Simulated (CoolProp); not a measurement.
Vapour-liquid equilibrium of CF4 (R14) (1) + ethane (2) at -65.35 °C; x and y are mole fractions of (1).

Model: multi-fluid Helmholtz-energy mixture model, Platzer 1990 and Bücker 2006; pair parameters Bell 2016, in CoolProp. This equation is an older, rougher fit; its heat capacities, sound speeds and derivatives of the liquid may be far off and weren't checked against measurements.

| x | bubble pressure, mixture model (kPa) | bubble pressure, Raoult's law (kPa) | y, mixture model | y, Raoult's law |
|---|---|---|---|---|
| 0.05 | 656.0 | 391.2 | ? | 0.260 |
| 0.2 | ? | 650.4 | 0.738 | 0.625 |
| 0.35 | 1429 | 909.6 | 0.779 | 0.782 |
| 0.5 | 1547 | 1169 | 0.804 | 0.870 |
| 0.65 | 1670 | 1428 | ? | 0.925 |
| 0.8 | 1820 | 1687 | 0.887 | 0.964 |
| 0.95 | 1981 | 1946 | 0.966 | 0.992 |

Q: Fill in the missing entries.

A: 
- 0.05, y, mixture model: 0.522
- 0.2, bubble pressure, mixture model (kPa): 1222
- 0.65, y, mixture model: 0.836

The largest gap from Raoult's law is +87.9 % in bubble pressure, at x = 0.2. No azeotrope shows between x = 0.05 and 0.95.

The pair parameters rest on a limited set of measurements; away from them the model extrapolates. With so large a gap from Raoult's law the liquid may split in two, which this calculation doesn't test in full.
